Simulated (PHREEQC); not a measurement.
**Buffer**

Solution (82 °C): 12 mmol/kgw NaHCO3 and 0.064 mmol/kgw K2HPO4. Closed to the air; pH follows from the charge balance.

The numbers come from PHREEQC with the ion-association model, phreeqc.dat.

Each row changes one thing in this solution. This is a speciation only: nothing precipitates in the calculation.

```csv
case,pH,ionic strength (mol/kgw),HPO4-2 (mol/kgw),H2PO4- (mol/kgw),PO4-3 (mol/kgw),KHPO4- (mol/kgw)
as made,7.91,0.0121,5.72e-5,5.95e-6,1.05e-8,8.69e-9
NaHCO3 left out,7.66,0.000179,5.09e-5,1.31e-5,2.97e-9,1.19e-8
NaHCO3 from 0.012 to 0.0024 mol/kgw,7.98,0.00260,5.76e-5,6.14e-6,8.91e-9,1.12e-8
NaHCO3 from 0.012 to 0.0012 mol/kgw,7.93,0.00139,5.68e-5,7.09e-6,7.25e-9,1.18e-8
K2HPO4 from 6.4e-05 to 6.4e-06 mol/kgw,7.91,0.0119,5.72e-6,6.01e-7,1.04e-9,8.70e-11
K2HPO4 from 6.4e-05 to 0.00032 mol/kgw,7.93,0.0128,0.000287,2.85e-5,5.58e-8,2.15e-7
K2HPO4 from 6.4e-05 to 5.76e-05 mol/kgw,7.91,0.0121,5.15e-5,5.36e-6,9.44e-9,7.04e-9
```

Complexes and solids missing from the database can't appear. At this temperature some constants are extrapolated from 25 °C, and those without enthalpy data are left unchanged.
